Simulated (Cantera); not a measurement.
A Cantera script and its output.

```python
import numpy as np
import cantera as ct

gas = ct.Solution("gri30.yaml")
gas.TP = 300, 68000
flame = ct.CounterflowDiffusionFlame(gas, width=0.02)
flame.fuel_inlet.X, flame.fuel_inlet.T = {'CH4': 1}, 523
flame.oxidizer_inlet.X, flame.oxidizer_inlet.T = {'O2': 0.28, 'N2': 0.72}, 375
flame.set_refine_criteria(ratio=3, slope=0.12, curve=0.24, prune=0.03)
show = ['OH', 'H', 'NO', 'CO', 'C2H2']

rows = []
print(f"{'mdot':>8s}{'a_max':>10s}{'a_mean':>10s}{'Tmax/K':>9s}" + "".join(f"{s:>11s}" for s in show) + "   (peak mole fractions)")
for i, mdot in enumerate([0.17, 0.25, 0.37, 0.54, 0.8, 1.2, 1.7]):  # kg/m2/s on the oxidiser side
    flame.oxidizer_inlet.mdot, flame.fuel_inlet.mdot = mdot, 0.62 * mdot
    flame.solve(loglevel=0, auto=(i == 0))
    if flame.T.max() < max(523, 375) + 100:
        print(f"{mdot:8.3g}  no burning solution found from the previous one")
        break
    dT = np.abs(np.gradient(flame.T, flame.grid))
    rows.append([flame.strain_rate("max"), flame.strain_rate("mean"), flame.T.max(),
                 *(flame.X[gas.species_index(s)].max() for s in show), max(dT[0], dT[-1]) / dT.max()])
    print(f"{mdot:8.3g}{rows[-1][0]:10.1f}{rows[-1][1]:10.1f}{rows[-1][2]:9.1f}" + "".join(f"{x:11.3e}" for x in rows[-1][3:-1]))
```

Output:

```
    mdot     a_max    a_mean   Tmax/K         OH          H         NO         CO       C2H2   (peak mole fractions)
    0.17     190.2      34.4   2290.3  1.491e-02  7.603e-03  4.673e-04  9.148e-02  2.133e-02
    0.25     262.3      50.6   2272.1  1.479e-02  7.946e-03  4.190e-04  8.924e-02  2.048e-02
    0.37     369.3      74.8   2258.7  1.470e-02  8.340e-03  3.785e-04  8.735e-02  1.976e-02
    0.54     512.8     109.2   2243.2  1.446e-02  8.657e-03  3.371e-04  8.553e-02  1.894e-02
     0.8     723.2     161.8   2227.1  1.415e-02  8.956e-03  2.929e-04  8.388e-02  1.807e-02
     1.2    1040.2     242.7   2207.3  1.371e-02  9.189e-03  2.431e-04  8.229e-02  1.689e-02
     1.7    1424.3     343.9   2187.2  1.319e-02  9.279e-03  1.981e-04  8.120e-02  1.566e-02
```

Detailed kinetics in Cantera: GRI-Mech 3.0 (53 species, 325 reactions). GRI-Mech 3.0 has no aromatics or soot, which form on the fuel side of real flames. The maximum strain rate includes the flame's own expansion and is several times the mean.
